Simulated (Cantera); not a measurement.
Thermodynamics of carbothermic reduction, feed Fe₃O₄ + CH₄ + N₂

Charge: 1 mol Fe₃O₄, 4 mol CH₄, 10 mol N₂, held at 86.0 Pa.

Cantera equilibrium calculation (NASA polynomials, part measured and part estimated; ideal gas, pure solids and liquids). Candidate condensed phases: C, C₆H₆, C₇H₈, C₈H₁₈, Fe, Fe(CO)₅, FeO, Fe(OH)₂, Fe(OH)₃, Fe₂O₃, Fe₃O₄, H₂O; 140 gas species. The numbers say what is thermodynamically allowed, not how fast it happens.

```json
[
 {"T (K)": "1073", "x N₂": "0.455", "x H₂": "0.364", "x CO": "0.182", "x H": "2.88e-7", "x Fe": "4.82e-10", "x HCN": "6.24e-6", "x H₂O": "7.43e-6", "x CH₄": "5.20e-6", "n Fe(α)": "3.00", "n Fe(γ)": "0", "n Fe(δ)": "0", "n Fe(l)": "0"},
 {"T (K)": "1173", "x N₂": "0.455", "x H₂": "0.364", "x CO": "0.182", "x H": "2.42e-6", "x Fe": "2.28e-8", "x HCN": "7.54e-6", "x H₂O": "5.97e-6", "x CH₄": "7.47e-7", "n Fe(α)": "3.00", "n Fe(γ)": "0", "n Fe(δ)": "0", "n Fe(l)": "0"},
 {"T (K)": "1273", "x N₂": "0.455", "x H₂": "0.364", "x CO": "0.182", "x H": "1.47e-5", "x Fe": "5.79e-7", "x HCN": "7.47e-6", "x H₂O": "5.88e-6", "x CH₄": "1.23e-7", "n Fe(α)": "0", "n Fe(γ)": "3.00", "n Fe(δ)": "0", "n Fe(l)": "0"},
 {"T (K)": "1373", "x N₂": "0.455", "x H₂": "0.364", "x CO": "0.182", "x H": "6.85e-5", "x Fe": "9.07e-6", "x HCN": "7.25e-6", "x H₂O": "5.92e-6", "x CH₄": "2.57e-8", "n Fe(α)": "0", "n Fe(γ)": "3.00", "n Fe(δ)": "0", "n Fe(l)": "0"},
 {"T (K)": "1473", "x N₂": "0.454", "x H₂": "0.363", "x CO": "0.182", "x H": "0.000260", "x Fe": "9.72e-5", "x HCN": "7.06e-6", "x H₂O": "5.97e-6", "x CH₄": "6.65e-9", "n Fe(α)": "0", "n Fe(γ)": "3.00", "n Fe(δ)": "0", "n Fe(l)": "0"},
 {"T (K)": "1573", "x N₂": "0.454", "x H₂": "0.363", "x CO": "0.182", "x H": "0.000835", "x Fe": "0.000764", "x HCN": "6.89e-6", "x H₂O": "6.00e-6", "x CH₄": "2.04e-9", "n Fe(α)": "0", "n Fe(γ)": "2.98", "n Fe(δ)": "0", "n Fe(l)": "0"},
 {"T (K)": "1673", "x N₂": "0.452", "x H₂": "0.360", "x CO": "0.181", "x H": "0.00233", "x Fe": "0.00467", "x HCN": "6.70e-6", "x H₂O": "5.98e-6", "x CH₄": "7.14e-10", "n Fe(α)": "0", "n Fe(γ)": "0", "n Fe(δ)": "2.90", "n Fe(l)": "0"},
 {"T (K)": "1773", "x N₂": "0.443", "x H₂": "0.351", "x CO": "0.177", "x H": "0.00575", "x Fe": "0.0230", "x HCN": "6.38e-6", "x H₂O": "5.81e-6", "x CH₄": "2.69e-10", "n Fe(α)": "0", "n Fe(γ)": "0", "n Fe(δ)": "2.48", "n Fe(l)": "0"},
 {"T (K)": "1873", "x N₂": "0.410", "x H₂": "0.322", "x CO": "0.164", "x H": "0.0125", "x Fe": "0.0919", "x HCN": "5.57e-6", "x H₂O": "5.15e-6", "x CH₄": "9.63e-11", "n Fe(α)": "0", "n Fe(γ)": "0", "n Fe(δ)": "0", "n Fe(l)": "0.757"},
 {"T (K)": "1973", "x N₂": "0.395", "x H₂": "0.303", "x CO": "0.158", "x H": "0.0253", "x Fe": "0.118", "x HCN": "5.14e-6", "x H₂O": "4.80e-6", "x CH₄": "4.05e-11", "n Fe(α)": "0", "n Fe(γ)": "0", "n Fe(δ)": "0", "n Fe(l)": "0"},
 {"T (K)": "2073", "x N₂": "0.390", "x H₂": "0.288", "x CO": "0.156", "x H": "0.0481", "x Fe": "0.117", "x HCN": "4.89e-6", "x H₂O": "4.57e-6", "x CH₄": "1.89e-11", "n Fe(α)": "0", "n Fe(γ)": "0", "n Fe(δ)": "0", "n Fe(l)": "0"},
 {"T (K)": "2173", "x N₂": "0.383", "x H₂": "0.264", "x CO": "0.153", "x H": "0.0846", "x Fe": "0.115", "x HCN": "4.54e-6", "x H₂O": "4.19e-6", "x CH₄": "8.67e-12", "n Fe(α)": "0", "n Fe(γ)": "0", "n Fe(δ)": "0", "n Fe(l)": "0"},
 {"T (K)": "2273", "x N₂": "0.373", "x H₂": "0.229", "x CO": "0.149", "x H": "0.137", "x Fe": "0.112", "x HCN": "4.11e-6", "x H₂O": "3.59e-6", "x CH₄": "3.79e-12", "n Fe(α)": "0", "n Fe(γ)": "0", "n Fe(δ)": "0", "n Fe(l)": "0"}
]
```
x: gas mole fraction; n: condensed amount in mol.

From 1073 K to 1173 K the condensed part is Fe(α). From 1273 K to 1573 K the condensed part is Fe(γ). From 1673 K to 1773 K the condensed part is Fe(δ). At 1873 K the condensed part is Fe(l). From 1973 K to 2273 K nothing is condensed.
